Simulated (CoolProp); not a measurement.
Hydrogen chloride at 423.29 K and 0.123 MPa is throttled through a valve to 0.00784 MPa with no heat exchange. Each further row changes one setting.

Model: reference Helmholtz-energy equation of state, Thol 2018, in CoolProp.

| case | final density (kg/m³) |
|---|---|
| as stated | 0.0814 |
| outlet pressure 0.00235 MPa | 0.0244 |
| outlet pressure 0.0102 MPa | 0.106 |
